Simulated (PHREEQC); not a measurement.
Consider water at 15 °C with 21 mmol/kgw Pb(NO3)2, 1.1 mmol/kgw MgSO4 and 10 mmol/kgw NaHCO3. Closed to the air; pH follows from the charge balance.

All values are PHREEQC results (ion-association model, phreeqc.dat), not measurements.

This is a speciation only: nothing precipitates in the calculation.

Question: Order these S species by the share of S that they hold, largest first: NaSO4-, MgSO4, PbSO4, SO4-2, Pb(SO4)2-2.

Answer: PbSO4 (54 %), SO4-2 (43 %), MgSO4 (1.8 %), NaSO4- (0.92 %), Pb(SO4)2-2 (0.28 %)

The pH is 5.94 and the ionic strength 0.0538 mol/kgw. The solution is supersaturated, for example in Cerussite, Anglesite, so a real one may precipitate; this is no full list. Complexes and solids missing from the database can't appear.
